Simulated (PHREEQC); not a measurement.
Make-up at 20 °C: 0.0012 mol/kgw Cu(NO3)2 and 6.1e-05 mol/kgw HBF4. Closed to the air; pH follows from the charge balance.

Computed with PHREEQC (ion-association model, phreeqc.dat).

```csv
quantity,before,after
pH,3.73,3.72
ionic strength (mol/kgw),0.00379,0.000914
F- (mol/kgw),0.000194,0.000195
HF (mol/kgw),4.64e-5,4.87e-5
CuF+ (mol/kgw),3.13e-6,7.07e-7
CuOH+ (mol/kgw),5.32e-8,1.15e-8
```

### Question
What was changed between the two runs?
(A) temperature from 20 to 85 °C
(B) 0.00016 mol/kgw CdCl2 added
(C) temperature from 20 to 75 °C
(D) temperature from 20 to 15 °C
(E) Cu(NO3)2 from 0.0012 to 0.00024 mol/kgw

### Answer
E, Cu(NO3)2 from 0.0012 to 0.00024 mol/kgw

This is a speciation only: nothing precipitates in the calculation. Real BF4- forms and hydrolyses slowly; the run takes it at equilibrium.
